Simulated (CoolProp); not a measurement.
Vapour-liquid equilibrium of CH2F2 (R32) (1) + R123 (2) at 325.4 K; x and y are mole fractions of (1).

The numbers come from the multi-fluid Helmholtz-energy mixture model, Tillner-Roth 1997 and Younglove 1994; pair parameters Bell 2016 in CoolProp.

```tsv
x	bubble pressure (bar)	y at the bubble point	dew pressure at overall composition x (bar)	liquid density (mol/L)
0.05	3.820	0.404	2.397	9.333
0.2	8.453	0.739	2.850	10.09
0.35	12.87	0.837	3.507	10.93
0.5	17.03	0.887	4.543	11.87
0.65	21.13	0.921	6.416	12.94
0.8	25.58	0.952	10.77	14.12
0.95	30.95	0.986	25.27	15.43
```

No azeotrope shows between x = 0.05 and 0.95.

The pair parameters rest on a limited set of measurements; away from them the model extrapolates.
